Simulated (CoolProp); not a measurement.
The numbers come from the reference Helmholtz-energy equation of state, Span 2003 in CoolProp. It is a short technical equation, of lower accuracy than the large ones.

Question: For n-heptane, give the phase and the density (kg/m³), isothermal compressibility (1/MPa), Prandtl number at 286.2 K and 7.95 bar.

Answer: 
- 286.2 K and 7.95 bar: liquid; density 690, isothermal compressibility 0.00131, Prandtl number 7.83

Viscosity comes from a separate model (Michailidou 2014). Thermal conductivity comes from a separate model (Assael 2013).
